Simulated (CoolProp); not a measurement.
Vapour-liquid equilibrium of toluene (1) + n-decane (2) at 433 kPa; x and y are mole fractions of (1).

Model: multi-fluid Helmholtz-energy mixture model, Lemmon 2006 and Lemmon 2006; pair parameters Bell 2016, in CoolProp.

```json
[
 {"x": "0.05", "bubble temperature, mixture model (K)": "509.4", "bubble temperature, Raoult's law (K)": "508.4", "y, mixture model": "0.123", "y, Raoult's law": "0.155"},
 {"x": "0.2", "bubble temperature, mixture model (K)": "493.8", "bubble temperature, Raoult's law (K)": "492.3", "y, mixture model": "0.430", "y, Raoult's law": "0.480"},
 {"x": "0.35", "bubble temperature, mixture model (K)": "480.2", "bubble temperature, Raoult's law (K)": "479.5", "y, mixture model": "0.640", "y, Raoult's law": "0.677"},
 {"x": "0.5", "bubble temperature, mixture model (K)": "469.0", "bubble temperature, Raoult's law (K)": "468.9", "y, mixture model": "0.776", "y, Raoult's law": "0.803"},
 {"x": "0.65", "bubble temperature, mixture model (K)": "460.1", "bubble temperature, Raoult's law (K)": "460.1", "y, mixture model": "0.867", "y, Raoult's law": "0.888"},
 {"x": "0.8", "bubble temperature, mixture model (K)": "452.6", "bubble temperature, Raoult's law (K)": "452.7", "y, mixture model": "0.933", "y, Raoult's law": "0.946"},
 {"x": "0.95", "bubble temperature, mixture model (K)": "446.2", "bubble temperature, Raoult's law (K)": "446.2", "y, mixture model": "0.985", "y, Raoult's law": "0.989"}
]
```

The largest gap from Raoult's law is +1.5 K in bubble temperature, at x = 0.2. No azeotrope shows between x = 0.05 and 0.95.

Pair parameters are fitted to limited data, so mixtures are less certain than the pure fluids.
